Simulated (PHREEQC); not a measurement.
0.011 g of hydrous ferric oxide (600 m²/g; 0.2 weak and 0.005 strong sites per Fe, Dzombak-Morel constants, diffuse double layer) in 1 kg of water with 0.05 mol/kgw of an inert sodium salt, at 25 °C; the pH is set by adding NaOH or the inert anion's acid. Oxygen alone is held at its pressure in air (log pO2 = -0.68). No CO2 enters from the air. Nothing may precipitate in this run.

The numbers come from PHREEQC with the ion-association model, wateq4f.dat.

```
pH   surface charge σ (C/m²)  surface potential ψ (mV)
---  -----------------------  ------------------------
4                      0.294                       160
4.5                    0.238                       149
5                      0.181                       135
5.5                    0.130                       118
6                      0.089                        99
6.5                    0.057                        78
7                      0.034                        56
7.5                    0.017                        31
8                      0.003                         6
8.5                   -0.010                       -20
9                     -0.026                       -45
9.5                   -0.046                       -69
10                    -0.074                       -90
```

Species that the database lacks are ignored.
